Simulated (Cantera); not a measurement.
Mixture: CH4 : O2 : N2 : H2O = 1 : 1.05 : 3.96 : 0.7 (molar parts), equivalence ratio 1.9, at 1.01 bar, adiabatic and at constant pressure. Ignition delay is the time to a rise of 400 K.

Computed with Cantera and GRI-Mech 3.0 (53 species, 325 reactions).

What does this change do: 0.28 parts CO2 added?


```json
[
 {"quantity": "delay at 1225 K", "before": "60.3 ms", "after": "64.4 ms"},
 {"quantity": "delay at 1375 K", "before": "8.80 ms", "after": "9.41 ms"},
 {"quantity": "delay at 1525 K", "before": "1.54 ms", "after": "1.64 ms"},
 {"quantity": "delay at 1675 K", "before": "0.354 ms", "after": "0.374 ms"},
 {"quantity": "delay at 1825 K", "before": "0.112 ms", "after": "0.118 ms"},
 {"quantity": "apparent activation energy between 1675 and 1825 K", "before": "200 kJ/mol", "after": "200 kJ/mol"}
]
```
